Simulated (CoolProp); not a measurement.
Saturation properties of R227EA (Tc = 374.9 K, pc = 2.925 MPa, ω = 0.358).

Values from CoolProp's reference Helmholtz-energy equation of state, Lemmon 2016.

```json
[
 {"T (K)": "244.6", "p (MPa)": "0.05792", "liquid density (kg/m³)": "1586", "vapour density (kg/m³)": "5.010", "enthalpy of vaporisation (kJ/kg)": "136.9", "liquid conductivity (mW/(m K))": "73.3"},
 {"T (K)": "253.3", "p (MPa)": "0.08685", "liquid density (kg/m³)": "1556", "vapour density (kg/m³)": "7.336", "enthalpy of vaporisation (kJ/kg)": "133.3", "liquid conductivity (mW/(m K))": "71.2"},
 {"T (K)": "262", "p (MPa)": "0.1261", "liquid density (kg/m³)": "1526", "vapour density (kg/m³)": "10.44", "enthalpy of vaporisation (kJ/kg)": "129.5", "liquid conductivity (mW/(m K))": "69.0"},
 {"T (K)": "270.7", "p (MPa)": "0.1781", "liquid density (kg/m³)": "1495", "vapour density (kg/m³)": "14.51", "enthalpy of vaporisation (kJ/kg)": "125.6", "liquid conductivity (mW/(m K))": "66.8"},
 {"T (K)": "279.4", "p (MPa)": "0.2453", "liquid density (kg/m³)": "1463", "vapour density (kg/m³)": "19.74", "enthalpy of vaporisation (kJ/kg)": "121.4", "liquid conductivity (mW/(m K))": "64.5"},
 {"T (K)": "288.1", "p (MPa)": "0.3303", "liquid density (kg/m³)": "1429", "vapour density (kg/m³)": "26.38", "enthalpy of vaporisation (kJ/kg)": "117.0", "liquid conductivity (mW/(m K))": "62.2"},
 {"T (K)": "296.8", "p (MPa)": "0.4362", "liquid density (kg/m³)": "1393", "vapour density (kg/m³)": "34.73", "enthalpy of vaporisation (kJ/kg)": "112.4", "liquid conductivity (mW/(m K))": "60.0"},
 {"T (K)": "305.5", "p (MPa)": "0.5660", "liquid density (kg/m³)": "1356", "vapour density (kg/m³)": "45.17", "enthalpy of vaporisation (kJ/kg)": "107.3", "liquid conductivity (mW/(m K))": "57.7"},
 {"T (K)": "314.2", "p (MPa)": "0.7229", "liquid density (kg/m³)": "1316", "vapour density (kg/m³)": "58.18", "enthalpy of vaporisation (kJ/kg)": "101.8", "liquid conductivity (mW/(m K))": "55.4"},
 {"T (K)": "322.9", "p (MPa)": "0.9105", "liquid density (kg/m³)": "1273", "vapour density (kg/m³)": "74.43", "enthalpy of vaporisation (kJ/kg)": "95.82", "liquid conductivity (mW/(m K))": "53.1"},
 {"T (K)": "331.6", "p (MPa)": "1.132", "liquid density (kg/m³)": "1225", "vapour density (kg/m³)": "94.88", "enthalpy of vaporisation (kJ/kg)": "89.13", "liquid conductivity (mW/(m K))": "50.9"},
 {"T (K)": "340.3", "p (MPa)": "1.393", "liquid density (kg/m³)": "1173", "vapour density (kg/m³)": "121.0", "enthalpy of vaporisation (kJ/kg)": "81.53", "liquid conductivity (mW/(m K))": "48.7"},
 {"T (K)": "349", "p (MPa)": "1.697", "liquid density (kg/m³)": "1111", "vapour density (kg/m³)": "155.3", "enthalpy of vaporisation (kJ/kg)": "72.67", "liquid conductivity (mW/(m K))": "46.5"},
 {"T (K)": "357.7", "p (MPa)": "2.049", "liquid density (kg/m³)": "1037", "vapour density (kg/m³)": "202.9", "enthalpy of vaporisation (kJ/kg)": "61.83", "liquid conductivity (mW/(m K))": "44.6"}
]
```

It boils at 256.8 K under 1 atm.

Thermal conductivity comes from a separate model (Huber 2003), an estimate that may be off by 10 % or more.
